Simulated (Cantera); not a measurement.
A diamond (100) surface in a fixed gas of H2 with x(CH4) = 0.0021, x(CH3) = 1e-05, at 1300 K, 0.200 bar; coverages are run to steady state.

Model: the Harris–Goodwin 1993 mechanism for the reconstructed diamond (100) surface, integrated in Cantera.

One state of this run: growth (µm/h) = 0.0796; θ c6HH = 0.536; θ c6H* = 0.0387; θ c6*H = 0.414; θ c6** = 0.0114. θ: site fractions in the mechanism's names (c6HH fully hydrogenated, c6H* and c6*H radical sites, c6** diradical, c6HM methylated).

Question: Which value of x(H) does it belong to?
A) 0.0015
B) 0.00025
C) 0.13
D) 0.0036

Answer: B, 0.00025
